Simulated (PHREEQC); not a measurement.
Dissolve 0.0055 mol/kgw ZnSO4 and 0.01 mol/kgw H3AsO4 at 25 °C. Closed to the air; pH follows from the charge balance.

The numbers come from PHREEQC with the ion-association model, wateq4f.dat.

This is a speciation only: nothing precipitates in the calculation.

Order these Zn species by the share of Zn that they hold, largest first: Zn+2, Zn(SO4)2-2, ZnSO4.

Zn+2 (79 %), ZnSO4 (21 %), Zn(SO4)2-2 (0.58 %)

The pH is 2.37 and the ionic strength 0.0212 mol/kgw. The database has no arsenate complexes of Zn.
